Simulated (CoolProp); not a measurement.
Aqueous potassium formate as a coolant, 27 % by mass, freezing at -17.9 °C, 1 atm.

The numbers come from the Melinder's fits for secondary coolants in CoolProp.

```tsv
T (°C)	viscosity (mPa s)	conductivity (W/(m K))	cp (kJ/(kg K))	density (kg/m³)
-4.8	2.92	0.516	3.192	1177
0.2	2.52	0.522	3.200	1176
5.3	2.19	0.529	3.209	1174
10.3	1.94	0.535	3.217	1172
15.3	1.73	0.541	3.225	1171
20.4	1.55	0.548	3.233	1169
25.4	1.40	0.554	3.241	1167
30.5	1.27	0.560	3.250	1165
```
